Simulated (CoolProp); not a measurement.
Values from CoolProp's reference Helmholtz-energy equation of state, Lemmon 2006. It is a short technical equation, of lower accuracy than the large ones.

For CH3F (R41), give the phase and the density (kg/m³), cp (kJ/(kg K)), isothermal compressibility (1/MPa), expansivity (1/kK) at 401.7 K and 7470 kPa; 413.3 K and 7470 kPa; 425 K and 7470 kPa.


- 401.7 K and 7470 kPa: supercritical; density 98.4, cp 1.91, isothermal compressibility 0.172, expansivity 5.52
- 413.3 K and 7470 kPa: supercritical; density 92.6, cp 1.84, isothermal compressibility 0.166, expansivity 4.92
- 425 K and 7470 kPa: supercritical; density 87.7, cp 1.80, isothermal compressibility 0.161, expansivity 4.44
